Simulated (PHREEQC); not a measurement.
Solution (65 °C): 0.01 mol/kgw MgCl2, 0.0016 mol/kgw CO2 and 0.0076 mol/kgw MgSO4. Closed to the air; pH follows from the charge balance.

Model: ion-association model, phreeqc.dat, run in PHREEQC.

Problem. The ionic strength comes out as 0.0416 mol/kgw. What activity coefficients do Cl-, SO4-2, HSO4-, H+, MgHCO3+ get?

Solution. Cl- 0.81, SO4-2 0.46, HSO4- 0.82, H+ 0.85, MgHCO3+ 0.82.

This is a speciation only: nothing precipitates in the calculation. Species that the database lacks are ignored. Constants without temperature data keep their 25 °C values here.
